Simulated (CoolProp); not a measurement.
Saturation properties of R1336mzz(E) (Tc = 403.5 K, pc = 2.779 MPa, ω = 0.413).

The numbers come from the reference Helmholtz-energy equation of state, Akasaka 2023 in CoolProp.

```json
[
 {"T (K)": "278.5", "p (MPa)": "0.09138", "vapour density (kg/m³)": "6.782", "enthalpy of vaporisation (kJ/kg)": "154.8", "liquid cp (kJ/(kg K))": "1.220"},
 {"T (K)": "286.2", "p (MPa)": "0.1244", "vapour density (kg/m³)": "9.095", "enthalpy of vaporisation (kJ/kg)": "150.8", "liquid cp (kJ/(kg K))": "1.228"},
 {"T (K)": "293.9", "p (MPa)": "0.1662", "vapour density (kg/m³)": "11.99", "enthalpy of vaporisation (kJ/kg)": "146.8", "liquid cp (kJ/(kg K))": "1.238"},
 {"T (K)": "301.6", "p (MPa)": "0.2180", "vapour density (kg/m³)": "15.59", "enthalpy of vaporisation (kJ/kg)": "142.6", "liquid cp (kJ/(kg K))": "1.249"},
 {"T (K)": "309.2", "p (MPa)": "(withheld)", "vapour density (kg/m³)": "19.93", "enthalpy of vaporisation (kJ/kg)": "138.2", "liquid cp (kJ/(kg K))": "1.261"},
 {"T (K)": "316.9", "p (MPa)": "0.3572", "vapour density (kg/m³)": "25.30", "enthalpy of vaporisation (kJ/kg)": "133.6", "liquid cp (kJ/(kg K))": "1.275"},
 {"T (K)": "324.6", "p (MPa)": "0.4488", "vapour density (kg/m³)": "31.80", "enthalpy of vaporisation (kJ/kg)": "128.7", "liquid cp (kJ/(kg K))": "(withheld)"},
 {"T (K)": "332.3", "p (MPa)": "(withheld)", "vapour density (kg/m³)": "39.66", "enthalpy of vaporisation (kJ/kg)": "123.6", "liquid cp (kJ/(kg K))": "1.311"},
 {"T (K)": "340", "p (MPa)": "0.6843", "vapour density (kg/m³)": "49.16", "enthalpy of vaporisation (kJ/kg)": "118.0", "liquid cp (kJ/(kg K))": "1.335"},
 {"T (K)": "347.6", "p (MPa)": "0.8301", "vapour density (kg/m³)": "60.49", "enthalpy of vaporisation (kJ/kg)": "112.2", "liquid cp (kJ/(kg K))": "1.363"}
]
```

Q: Fill in the missing entries.

A: 
- 309.2, p (MPa): 0.2806
- 324.6, liquid cp (kJ/(kg K)): 1.291
- 332.3, p (MPa): 0.5572

It boils at 281.0 K under 1 atm.
